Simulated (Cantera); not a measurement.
Gas mixture: CH₃OH : N₂ = 0.98 : 0.74 (molar parts), at 4.70 bar, frozen composition.

Cantera's kinetic-theory transport with the Lennard-Jones parameters of GRI-Mech 3.0, ideal gas; thermal conductivity in the multicomponent form. Polar gases are described roughly by these parameters. The composition is frozen, though it would react at the higher temperatures.

One state of this run: ρ (kg/m³) = 1.22; cp (J/kg/K) = 2426; μ (µPa s) = 45.1; λ (mW/m/K) = 144; Pr = 0.758; D (cm²/s) CH₄ = 0.609; D (cm²/s) OH = 0.841; D (cm²/s) H₂ = 2.04. D: mixture-averaged diffusion coefficient of that species in the mixture.

### Question
Which value of T (K) does it belong to?
A. 900
B. 1400
C. 650
D. 1150

### Answer
B, 1400
